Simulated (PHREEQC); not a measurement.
Make-up at 25 °C: 0.2 mol CdCl2, 3e-05 mol MgSO4 and 0.17 mol HCl per kg of water. Closed to the air; pH follows from the charge balance.

Model: ion-association model, wateq4f.dat, run in PHREEQC.

Task: The ionic strength comes out as 0.325 mol/kgw. What activity coefficients do Cl-, CdCl3-, Mg+2, HSO4-, SO4-2 get?

Result: Cl- 0.67, CdCl3- 0.73, Mg+2 0.31, HSO4- 0.70, SO4-2 0.24.

Precipitation was switched off in this run. Complexes and solids missing from the database can't appear.
